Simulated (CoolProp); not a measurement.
The fluid at 293.15 K and 1.32 MPa expands adiabatically to 0.142 MPa with isentropic efficiency 0.7. The same conditions are run with several fluids, on thermodynamics alone (safety and materials aside).

Model: reference Helmholtz-energy equation of state of each fluid (C2F6 (R116): Lemmon 2006; nitrous oxide: Lemmon 2006; CH3F (R41): Lemmon 2006; carbon monoxide: Lemmon 2006; fluorine: de Reuck 1990), in CoolProp.

Problem. Rank C2F6 (R116), nitrous oxide, CH3F (R41), carbon monoxide, fluorine by work (kJ/kg), highest first.

Solution. carbon monoxide (99.4), CH3F (R41) (79.6), fluorine (74.3), nitrous oxide (63.5), C2F6 (R116) (22.7)

| fluid | final temperature (K) | final phase | final density (kg/m³) |
|---|---|---|---|
| C2F6 (R116) | 249.9 | gas | 9.69 |
| nitrous oxide | 202.7 | gas | 3.81 |
| CH3F (R41) | 201.1 | two-phase, vapour fraction 0.993 | 3.07 |
| carbon monoxide | 194.9 | gas | 2.46 |
| fluorine | 198.2 | gas | 3.28 |
